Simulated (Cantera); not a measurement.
Premixed flame

A freely propagating, adiabatic, planar premixed flame of 42.2 % H2, 9.59 % O2, 45.2 % N2, 2.96 % H2O, equivalence ratio 2.2, unburnt at 398 K and 0.290 bar; mixture-averaged transport, grid criteria slope 0.08 and curve 0.16, no radiation.

Detailed kinetics in Cantera: the H2/O2 subset of GRI-Mech 3.0, which has no nitrogen chemistry. Burning velocities carry a grid error of a few per cent, more on coarse grids.

```tsv
z (mm)	T (K)	u (m/s)	x H2	x O2	x H2O	x O	x H	x H2O2
-5.78	398	3.17	0.422	0.0959	0.0296	<1e-8	<1e-8	<1e-8
-3.85	398	3.17	0.422	0.0959	0.0296	<1e-8	<1e-8	<1e-8
-2.89	398	3.17	0.422	0.0959	0.0296	<1e-8	<1e-8	<1e-8
-1.93	398	3.17	0.422	0.0959	0.0296	<1e-8	<1e-8	<1e-8
-0.963	420	3.32	0.418	0.0961	0.0305	4.94e-6	7.28e-5	8.75e-6
-0.482	657	5.08	0.389	0.0894	0.0505	0.000131	0.00588	1.66e-5
0	1008	7.61	0.313	0.0628	0.111	0.00145	0.0350	4.96e-7
0.482	1246	9.35	0.236	0.0189	0.196	0.00196	0.0667	2.30e-7
0.963	1347	10.1	0.214	0.00322	0.227	0.000817	0.0726	1.31e-7
1.93	1435	10.7	0.215	0.000311	0.234	0.000439	0.0645	1.10e-7
3.85	1527	11.3	0.223	0.000167	0.236	0.000342	0.0519	9.10e-8
7.71	1617	11.9	0.231	0.000108	0.238	0.000229	0.0389	6.05e-8
15.4	1696	12.4	0.238	5.83e-5	0.240	0.000128	0.0272	3.34e-8
```
x: mole fraction of selected species; z is measured from the peak of heat release.

- laminar burning velocity = 317 cm/s
- thermal thickness = 1.93 mm
- peak x(O) = 0.00223
- peak x(H) = 0.0727
- peak x(H2O2) = 2.36e-5
- grid points = 131
